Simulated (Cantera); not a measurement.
A perfectly stirred reactor is fed with CH₄ : H₂ : H = 0.013 : 1 : 0.0046 (molar parts), at 0.140 bar; it is held at 1450 K, and followed from long to short residence time.

Cantera simulation using GRI-Mech 3.0 (53 species, 325 reactions); the numbers are that mechanism's predictions, not measurements. GRI-Mech 3.0 stops at C3 and has no aromatics, soot or wall deposition, so with more carbon than oxygen in the feed, carbon stays in small species such as C2H2 where larger ones or solid carbon would form.

One state of this run: x CH₄ = 0.0123; x H₂ = 0.986; x H = 0.00104; x CH₂ = 1.77e-7; x C₂H₄ = 4.31e-5. x: mole fraction; the columns are a selection and need not sum to one.

Q: Which value of τ (s) does it belong to?
A. 0.014
B. 0.0058
C. 1.2
D. 0.0024

A: D, 0.0024
